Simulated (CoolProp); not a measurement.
Properties of n-decane along the isobar 1.01 bar.

Values from CoolProp's reference Helmholtz-energy equation of state, Lemmon 2006. It is a short technical equation, of lower accuracy than the large ones.

```csv
T (°C),phase,cp (kJ/(kg K)),cv (kJ/(kg K)),fugacity coefficient
-4.35,liquid,2.090,1.662,0.0001794
23.05,liquid,2.185,1.766,0.001586
50.45,liquid,2.290,1.874,0.008994
77.85,liquid,2.401,1.986,0.03660
105.15,liquid,2.514,2.097,0.1151
132.55,liquid,2.631,2.208,0.2979
159.95,liquid,2.750,2.317,0.6589
187.35,gas,2.393,2.312,0.9469
214.65,gas,2.490,2.415,0.9576
```
